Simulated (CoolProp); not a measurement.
The numbers come from the reference Helmholtz-energy equation of state, Gao 2022 in CoolProp.

### Question
Give the vapour pressure (MPa), liquid density (kg/m³), vapour density (kg/m³) of saturated n-perfluorohexane at 274.3, 308.3, 319.6 K.

### Answer
```
T (K)  p (MPa)  liquid density (kg/m³)  vapour density (kg/m³)
-----  -------  ----------------------  ----------------------
274.3  0.00921                    1740                    1.38
308.3   0.0450                    1650                    6.15
319.6   0.0695                    1610                    9.28
```
